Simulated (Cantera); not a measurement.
A closed system holds: 1 mol Hg, 0.021 mol O2, 37 mol H2, held at 1648 K and 533 Torr.

These are equilibrium values from Cantera (NASA tables, ideal gas, pure condensed phases), not measurements of a reactor. Candidate condensed phases: H2O, Hg, HgO; 10 gas species. Rates play no part.

**Question.** What is the equilibrium state?

**Answer.** 
```
Quantity                             Result
--------------------------------  ---------
x(H2)                                 0.972
x(Hg)                                0.0263
x(H2O)                              0.00111
x(H)                               0.000104
gas amount                        38.00 mol
log10 activity of Hg(l) (absent)      -4.63
```
